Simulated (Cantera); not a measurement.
Cantera run, input and output.

```python
import numpy as np
import cantera as ct

gas = ct.Solution("gri30.yaml")


def delay(T, t_max=10):
    gas.TPX = T, 870000, {'CH4': 1, 'O2': 4, 'N2': 15, 'CO2': 3, 'H2O': 1.2}
    reactor = ct.IdealGasReactor(gas, clone=False)
    net = ct.ReactorNet([reactor])
    net.rtol, net.atol = 1e-8, 1e-16
    while net.time < t_max:
        t_old, T_old = net.time, reactor.T
        net.step()
        if reactor.T > T + 400:  # ignition: a rise of 400 K
            return t_old + (T + 400 - T_old) / (reactor.T - T_old) * (net.time - t_old)
    return np.nan


taus = []
for T in [1275, 1375, 1475, 1575, 1675, 1775]:
    taus.append(delay(T))
    print(f"T0 = {T:6g} K   tau = {taus[-1]:.4e} s")
```

It prints:

```
T0 =   1275 K   tau = 2.0005e-03 s
T0 =   1375 K   tau = 6.8931e-04 s
T0 =   1475 K   tau = 2.5927e-04 s
T0 =   1575 K   tau = 1.0500e-04 s
T0 =   1675 K   tau = 4.5989e-05 s
T0 =   1775 K   tau = 2.1980e-05 s
```

Model: GRI-Mech 3.0 (53 species, 325 reactions), integrated in Cantera.
